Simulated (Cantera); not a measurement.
A jet of 1.59 % CH4, 14.8 % O2, 83.6 % N2, equivalence ratio 0.21 at 300 K and 278 Torr hits a platinum plate 3.8 cm away at a mass flux of 0.14 kg/m²/s; the plate temperature is set and raised in steps from an oxygen-covered start.

Model: Deutschmann's 1995 Pt surface mechanism with GRI-Mech 3.0 gas chemistry, integrated in Cantera. Catalytic surfaces can have several steady states; this one follows from the mechanism file's or the stated starting coverage.

One state of this run: wall x CH4 = 0.00307; wall x O2 = 0.121; wall x H2O = 0.0236; wall x OH = 6.30e-7; wall x CO = 2.89e-6; wall x CO2 = 0.0156; θ free Pt = 0.359; θ O* = 0.640; θ OH* = 0.00147. x: mole fraction at the wall; θ: surface coverage.

Task: Which value of plate T (K) does it belong to?
A. 1250
B. 1100
C. 950
D. 1150

Result: B, 1100
